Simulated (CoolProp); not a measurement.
A simple Rankine cycle with C3F8 (R218): condensing at 290.15 K, boiler at 1.94 MPa, turbine inlet 439 K, turbine efficiency 0.7, pump efficiency 0.7, no recuperator. Each further row changes one setting.

Model: reference Helmholtz-energy equation of state, Lemmon 2006, in CoolProp. It is a short technical equation, of lower accuracy than the large ones.

| case | thermal efficiency (%) | net work (kJ/kg) | heat in (kJ/kg) | turbine exit temperature (K) | volume ratio over the turbine |
|---|---|---|---|---|---|
| as stated | 5.3 | 11.3 | 212 | 420.5 | 2.85 |
| condensing temperature 282.15 K | 6.4 | 14.1 | 220 | 416.8 | 3.61 |
| boiler pressure 1.36 MPa | 3.6 | 7.77 | 215 | 427.4 | 1.97 |
| turbine efficiency 0.6 | 4.5 | 9.50 | 212 | 422.3 | 2.87 |
